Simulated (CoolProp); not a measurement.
Vapour-liquid equilibrium of R114 (1) + n-pentane (2) at 97.45 °C; x and y are mole fractions of (1).

Values from CoolProp's multi-fluid Helmholtz-energy mixture model, Platzer 1990 and Thol 2019; pair parameters Bell 2016. This equation is an older, rougher fit; its heat capacities, sound speeds and derivatives of the liquid may be far off and weren't checked against measurements.

| x | bubble pressure, mixture model (MPa) | bubble pressure, Raoult's law (MPa) | y, mixture model | y, Raoult's law |
|---|---|---|---|---|
| 0.05 | 0.6220 | 0.5992 | 0.128 | 0.113 |
| 0.125 | 0.7088 | 0.6584 | 0.275 | 0.256 |
| 0.2 | 0.7882 | 0.7175 | 0.385 | 0.376 |
| 0.275 | 0.8609 | 0.7767 | 0.472 | 0.477 |
| 0.35 | 0.9276 | 0.8359 | 0.545 | 0.565 |
| 0.425 | 0.9893 | 0.8950 | 0.607 | 0.640 |
| 0.5 | 1.047 | 0.9542 | 0.663 | 0.707 |
| 0.575 | 1.100 | 1.013 | 0.714 | 0.765 |
| 0.65 | 1.151 | 1.073 | 0.763 | 0.817 |
| 0.725 | 1.198 | 1.132 | 0.811 | 0.864 |
| 0.8 | 1.243 | 1.191 | 0.860 | 0.906 |
| 0.875 | 1.285 | 1.250 | 0.910 | 0.944 |
| 0.95 | 1.324 | 1.309 | 0.963 | 0.979 |

The largest gap from Raoult's law is +11.0 % in bubble pressure, at x = 0.35. No azeotrope shows between x = 0.05 and 0.95.

Pair parameters are fitted to limited data, so mixtures are less certain than the pure fluids.
